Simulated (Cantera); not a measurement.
An isothermal, constant-pressure homogeneous reactor starts with CH₄ : CO₂ = 1 : 0.31 (molar parts), at 1575 K and 0.132 atm. Integrator tolerance rtol = 1e-08.

Detailed kinetics in Cantera: GRI-Mech 3.0 (53 species, 325 reactions). GRI-Mech 3.0 stops at C3 and has no aromatics, soot or wall deposition, so with more carbon than oxygen in the feed, carbon stays in small species such as C2H2 where larger ones or solid carbon would form.

| quantity | before | after |
|---|---|---|
| x(CH₄) at 4.00 s | 0.0301 (gas-phase equilibrium 0.00917) | 0.359 (gas-phase equilibrium 0.0321) |
| x(CO₂) at 4.00 s | 0.00910 (gas-phase equilibrium 2.71e-8) | 0.129 (gas-phase equilibrium 4.21e-8) |
| x(CH₃) at 4.00 s | 9.26e-5 (gas-phase equilibrium 2.70e-5) | 0.000149 (gas-phase equilibrium 2.12e-5) |
| x(HCO) at 4.00 s | 2.30e-9 (gas-phase equilibrium 3.49e-9) | 2.21e-10 (gas-phase equilibrium 1.29e-9) |
| x(C₂H) at 4.00 s | 7.89e-8 (gas-phase equilibrium 5.40e-8) | 3.15e-9 (gas-phase equilibrium 5.12e-9) |
| x(O) at 4.00 s | 1.26e-11 (gas-phase equilibrium <1e-12) | <1e-12 (gas-phase equilibrium <1e-12) |
| x(CO) at 4.00 s | 0.164 (gas-phase equilibrium 0.239) | 0.0547 (gas-phase equilibrium 0.245) |

Question: What was changed between the two runs?
(A) temperature 1575 to 1448 K
(B) pressure from 0.132 atm to 0.563 atm
(C) CH4 1 to 0.42 parts
(D) temperature 1575 to 2173 K

Answer: A, temperature 1575 to 1448 K
